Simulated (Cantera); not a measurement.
A closed system holds: 1 mol Fe3O4, 4.6 mol CH4, 1.8 mol CO, at 0.000120 bar.

These are equilibrium values from Cantera (NASA tables, ideal gas, pure condensed phases), not measurements of a reactor. Candidate condensed phases: C, C6H6, C7H8, C8H18, Fe, Fe(CO)5, FeO, Fe(OH)2, Fe(OH)3, Fe2O3, Fe3O4, H2O; 114 gas species. Rates play no part. All values below are at 1900 °C.

Base state: H2 0.322, CO 0.282, H 0.250, Fe 0.146, C2H2 (acetylene) 0.000710, C2H 1.77e-5, C3 1.16e-5 (mole fractions); condensed: C(graphite).

Question: What changes in the equilibrium state with this change: pressure from 0.000120 bar to 0.0100 bar?

Answer: 
```csv
species,before,after
H2,0.322,0.485
CO,0.282,0.317
Fe,0.146,0.164
H,0.250,0.0336
C3,1.16e-5,1.39e-7
C2H,1.77e-5,2.38e-6
C2H2 (acetylene),0.000710,0.00107
"C(graphite), mol",0.569,0.561
```

Question: What changes in the equilibrium state with this change: pressure from 0.000120 bar to 0.133 bar?

Answer: 
| species | before | after |
|---|---|---|
| H2 | 0.322 | 0.594 |
| CO | 0.282 | 0.378 |
| Fe | 0.146 | 0.0162 |
| H | 0.250 | 0.0102 |
| CH4 | 3.46e-9 | 1.31e-5 |
| C3 | 1.16e-5 | 1.04e-8 |
| C2H | 1.77e-5 | 7.21e-7 |
| C2H2 (acetylene) | 0.000710 | 0.00131 |
| C(graphite), mol | 0.569 | 0.559 |
| Fe(l), mol | 0 | 2.75 |
Iron dissolves carbon and melts from about 1420 K in contact with it, which pure phases cannot show. Condensed phases not in the tables: cementite and carbon dissolved in iron.
